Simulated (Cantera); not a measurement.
A closed system holds: 1 mol V, 0.86 mol NH3, held at 0.0170 bar.

These are equilibrium values from Cantera (NASA tables, ideal gas, pure condensed phases), not measurements of a reactor. Candidate condensed phases: V, VN; 11 gas species. Mutual solubility and eutectic melting of coexisting phases are not modelled. VN: taken at fixed stoichiometry. Condensed phases not in the tables: V2N, N, O or C dissolved in the metal. Equilibrium is a limit: real reactors are often held back by kinetics, nucleation or transport. All values below are at 1723 K.

Base state: H2 0.997, N2 0.00208, H 0.00140 (mole fractions); condensed: V(s) + VN(s).

Task: What changes in the equilibrium state with this change: V replaced by Cr?

Result: 
```
species      before    after
----------  -------  -------
H2            0.997    0.748
N2          0.00208    0.249
Cr                0  0.00176
H           0.00140  0.00121
V(s), mol     0.145        0
VN(s), mol    0.855        0
Cr(s), mol        0    0.997
```
Further candidate phases: Cr, CrN, Cr2N.

Task: What changes in the equilibrium state with this change: NH3 from 0.86 to 10 mol?

Result: 
| species | before | after |
|---|---|---|
| H2 | 0.997 | 0.768 |
| N2 | 0.00208 | 0.231 |
| H | 0.00140 | 0.00123 |
| V(s), mol | 0.145 | 0 |
| VN(s), mol | 0.855 | 1.000 |
Condensed phases not in the tables: V2N.
